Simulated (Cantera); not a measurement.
## Hydrocarbon pyrolysis for carbon deposition

An isothermal, constant-pressure homogeneous reactor starts with C2H6 : N2 = 1 : 120 (molar parts), at 1350 K and 0.132 atm.

Model: GRI-Mech 3.0 (53 species, 325 reactions), integrated in Cantera. GRI-Mech 3.0 stops at C3 and has no aromatics, soot or wall deposition, so with more carbon than oxygen in the feed, carbon stays in small species such as C2H2 where larger ones or solid carbon would form.

```json
[
 {"t (s)": "0.000600", "x C2H6": "0.00812", "x H": "5.23e-6", "x HCN": "7.00e-10", "x C2H4": "7.48e-5", "x C2H": "<1e-12", "x CH3": "0.000119"},
 {"t (s)": "0.00177", "x C2H6": "0.00732", "x H": "1.25e-5", "x HCN": "2.70e-8", "x C2H4": "0.000747", "x C2H": "8.56e-11", "x CH3": "0.000223"},
 {"t (s)": "0.00520", "x C2H6": "0.00485", "x H": "1.62e-5", "x HCN": "8.16e-8", "x C2H4": "0.00288", "x C2H": "5.80e-10", "x CH3": "0.000208"},
 {"t (s)": "0.0153", "x C2H6": "0.00115", "x H": "1.93e-5", "x HCN": "1.38e-7", "x C2H4": "0.00508", "x C2H": "2.40e-9", "x CH3": "9.95e-5"},
 {"t (s)": "0.0451", "x C2H6": "5.45e-5", "x H": "8.41e-6", "x HCN": "1.59e-7", "x C2H4": "0.00364", "x C2H": "2.02e-9", "x CH3": "2.15e-5"},
 {"t (s)": "0.133", "x C2H6": "3.27e-6", "x H": "2.50e-6", "x HCN": "1.60e-7", "x C2H4": "0.00223", "x C2H": "7.28e-10", "x CH3": "5.64e-6"},
 {"t (s)": "0.391", "x C2H6": "3.74e-7", "x H": "9.43e-7", "x HCN": "1.60e-7", "x C2H4": "0.00133", "x C2H": "3.00e-10", "x CH3": "2.01e-6"},
 {"t (s)": "1.15", "x C2H6": "1.43e-7", "x H": "6.44e-7", "x HCN": "1.60e-7", "x C2H4": "0.000578", "x C2H": "2.17e-10", "x CH3": "1.31e-6"},
 {"t (s)": "3.40", "x C2H6": "1.28e-7", "x H": "6.51e-7", "x HCN": "1.60e-7", "x C2H4": "7.72e-5", "x C2H": "2.27e-10", "x CH3": "1.28e-6"},
 {"t (s)": "10.0", "x C2H6": "1.25e-7", "x H": "6.55e-7", "x HCN": "1.60e-7", "x C2H4": "2.21e-5", "x C2H": "2.29e-10", "x CH3": "1.27e-6"}
]
```
x: mole fraction; the columns are a selection and need not sum to one.

Equilibrium at this temperature and pressure: C2H6 2.37e-10, H 8.36e-7, HCN 0.0140, C2H4 3.57e-6, C2H 3.82e-11, CH3 4.79e-8 (gas phase only).
